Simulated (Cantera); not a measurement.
An isothermal plug-flow reactor at 725 K and 975 Torr (inlet), inlet velocity 0.8 m/s, active area per volume 250 1/m; feed CO : O₂ : N₂ = 0.022 : 0.16 : 0.79 (molar parts).

Cantera simulation using Deutschmann's 1995 Pt surface mechanism with GRI-Mech 3.0 gas chemistry; the numbers are that mechanism's predictions, not measurements. Catalytic surfaces can have several steady states; this one follows from the mechanism file's or the stated starting coverage. Mass transfer to the wall is taken as infinitely fast.

What does this change do: O2 0.16 to 0.061 parts?


```
quantity                 before    after
----------------------  -------  -------
x(CO) at z = 0.037 m    0.00429  0.00142
x(O₂) at z = 0.037 m      0.157   0.0587
x(H₂O) at z = 0.037 m    <1e-12   <1e-12
x(CO₂) at z = 0.037 m    0.0186   0.0241
θ(free Pt) at the exit   0.0117   0.0175
θ(O*) at the exit         0.988    0.982
```
